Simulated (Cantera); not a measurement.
# Pyrogenic steam for wet oxidation

An isothermal, constant-pressure homogeneous reactor starts with H2 : O2 : N2 : H2O = 1.5 : 1 : 16 : 0.044 (molar parts), equivalence ratio 0.75, at 1100 K and 1.00 bar.

Model: GRI-Mech 3.0 (53 species, 325 reactions), integrated in Cantera. The temperature is held fixed by assumption; the heat of reaction is taken as removed at once.

```json
[
 {"t (s)": "2.00e-6", "x H2": "0.0809", "x O2": "0.0539", "x NO": "<1e-12", "x OH": "2.34e-12", "x H2O": "0.00237", "x O": "3.53e-12"},
 {"t (s)": "7.02e-6", "x H2": "0.0809", "x O2": "0.0539", "x NO": "<1e-12", "x OH": "1.45e-11", "x H2O": "0.00237", "x O": "2.95e-11"},
 {"t (s)": "2.47e-5", "x H2": "0.0809", "x O2": "0.0539", "x NO": "<1e-12", "x OH": "1.12e-10", "x H2O": "0.00237", "x O": "2.55e-10"},
 {"t (s)": "8.66e-5", "x H2": "0.0809", "x O2": "0.0539", "x NO": "<1e-12", "x OH": "7.42e-9", "x H2O": "0.00237", "x O": "1.71e-8"},
 {"t (s)": "0.000304", "x H2": "0.0264", "x O2": "0.0286", "x NO": "7.77e-7", "x OH": "0.00112", "x H2O": "0.0521", "x O": "0.00175"},
 {"t (s)": "0.00107", "x H2": "0.000797", "x O2": "0.0144", "x NO": "1.85e-6", "x OH": "9.99e-5", "x H2O": "0.0859", "x O": "4.42e-5"},
 {"t (s)": "0.00375", "x H2": "0.000149", "x O2": "0.0141", "x NO": "1.79e-6", "x OH": "2.30e-5", "x H2O": "0.0866", "x O": "3.69e-6"},
 {"t (s)": "0.0132", "x H2": "2.47e-5", "x O2": "0.0141", "x NO": "1.68e-6", "x OH": "8.33e-6", "x H2O": "0.0867", "x O": "3.79e-7"},
 {"t (s)": "0.0462", "x H2": "1.79e-6", "x O2": "0.0140", "x NO": "1.68e-6", "x OH": "3.86e-6", "x H2O": "0.0868", "x O": "4.81e-8"},
 {"t (s)": "0.162", "x H2": "4.16e-8", "x O2": "0.0140", "x NO": "1.80e-6", "x OH": "1.90e-6", "x H2O": "0.0868", "x O": "1.02e-8"},
 {"t (s)": "0.570", "x H2": "5.75e-9", "x O2": "0.0140", "x NO": "1.84e-6", "x OH": "1.00e-6", "x H2O": "0.0868", "x O": "2.84e-9"},
 {"t (s)": "2.00", "x H2": "1.87e-9", "x O2": "0.0140", "x NO": "1.85e-6", "x OH": "5.62e-7", "x H2O": "0.0868", "x O": "8.98e-10"}
]
```
x: mole fraction; the columns are a selection and need not sum to one.

Equilibrium at this temperature and pressure: H2 9.71e-10, O2 0.0140, NO 2.36e-5, OH 3.23e-7, H2O 0.0868, O 2.98e-10 (gas phase only).
